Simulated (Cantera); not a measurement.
What does this Cantera script print?

```python
import numpy as np
import cantera as ct

gas = ct.Solution("h2o2.yaml")
gas.TPX = 1425, 810, {'H2': 0.025, 'O2': 1}
reactor = ct.IdealGasConstPressureReactor(gas, energy="off", clone=False)
net = ct.ReactorNet([reactor])
net.rtol, net.atol = 1e-08, 1e-18
show = ['H2', 'O2', 'H', 'HO2', 'OH', 'H2O']
times = np.geomspace(0.0003, 200, 13)

steps = ct.SolutionArray(gas, extra=["t"])
rows = []
print(f"{'t/s':>10s}{'T/K':>9s}{'P/Pa':>11s}" + "".join(f"{s:>11s}" for s in show))
for t in times:
    while net.time < t:
        t_next = net.step()
        steps.append(gas.state, t=t_next)
    rows.append([np.interp(t, steps.t, y) for y in (steps.T, steps.P, *steps(*show).X.T)])
    print(f"{t:10.3e}{rows[-1][0]:9.1f}{rows[-1][1]:11.4g}" + "".join(f"{x:11.3e}" for x in rows[-1][2:]))
rate = np.gradient(steps.T, steps.t)
print("integrator steps:", len(steps.t))
if steps.T.max() > steps.T[0] + 200:
    print(f"time of steepest temperature rise: {steps.t[rate.argmax()]:.4e} s")
gas.TPX = 1425, 810, {'H2': 0.025, 'O2': 1}
gas.equilibrate("TP")
print(f"equilibrium (TP): T = {gas.T:.1f} K  " + "  ".join(f"{s} {gas[s].X[0]:.3e}" for s in show))
```

Output:

```
       t/s      T/K       P/Pa         H2         O2          H        HO2         OH        H2O
 3.000e-04   1425.0        810  2.439e-02  9.756e-01  5.845e-08  1.423e-07  1.978e-07  1.383e-07
 9.172e-04   1425.0        810  2.438e-02  9.756e-01  9.820e-07  4.338e-07  4.069e-06  5.312e-06
 2.804e-03   1425.0        810  1.159e-02  9.643e-01  1.508e-03  6.880e-07  4.901e-03  9.598e-03
 8.572e-03   1425.0        810  2.179e-04  9.532e-01  1.484e-03  5.427e-07  3.258e-03  2.180e-02
 2.621e-02   1425.0        810  2.110e-04  9.540e-01  1.410e-03  5.351e-07  3.208e-03  2.188e-02
 8.012e-02   1425.0        810  1.917e-04  9.560e-01  1.211e-03  5.128e-07  3.061e-03  2.210e-02
 2.449e-01   1425.0        810  1.459e-04  9.607e-01  7.877e-04  4.515e-07  2.677e-03  2.262e-02
 7.489e-01   1425.0        810  7.359e-05  9.679e-01  2.734e-04  3.175e-07  1.908e-03  2.343e-02
 2.289e+00   1425.0        810  2.006e-05  9.731e-01  3.791e-05  1.464e-07  9.991e-04  2.412e-02
 6.999e+00   1425.0        810  3.521e-06  9.748e-01  2.753e-06  5.049e-08  4.191e-04  2.447e-02
 2.140e+01   1425.0        810  6.100e-07  9.752e-01  1.978e-07  3.635e-08  1.746e-04  2.460e-02
 6.542e+01   1425.0        810  2.037e-07  9.752e-01  3.817e-08  5.002e-08  1.009e-04  2.464e-02
 2.000e+02   1425.0        810  1.838e-07  9.752e-01  3.272e-08  5.206e-08  9.588e-05  2.464e-02
integrator steps: 1631
equilibrium (TP): T = 1425.0 K  H2 1.838e-07  O2 9.752e-01  H 3.271e-08  HO2 5.206e-08  OH 9.588e-05  H2O 2.464e-02
```

Cantera simulation using the H2/O2 subset of GRI-Mech 3.0, which has no nitrogen chemistry; the numbers are that mechanism's predictions, not measurements. Radical loss at walls, strong at low pressure, is not modelled.
